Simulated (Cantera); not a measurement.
An adiabatic, constant-pressure homogeneous reactor starts with 2.55 % C3H8, 17.0 % O2, 63.9 % N2, 16.6 % CO2, equivalence ratio 0.75, at 1725 K and 10.0 bar.

Detailed kinetics in Cantera: GRI-Mech 3.0 (53 species, 325 reactions). GRI-Mech 3.0 was tuned for natural gas; its chemistry of propane as a main component is partial and can be far from experiment.

One state of this run: T (K) = 2654; x C3H8 = <1e-12; x O2 = 0.0450; x CO2 = 0.207; x CH2O = 1.64e-10; x CH3 = <1e-12. x: mole fraction; the columns are a selection and need not sum to one.

**Question.** Which value of t (s) does it belong to?
A. 8.38e-6
B. 1.00
C. 2.89e-6
D. 2.42e-5

**Answer.** B, 1.00
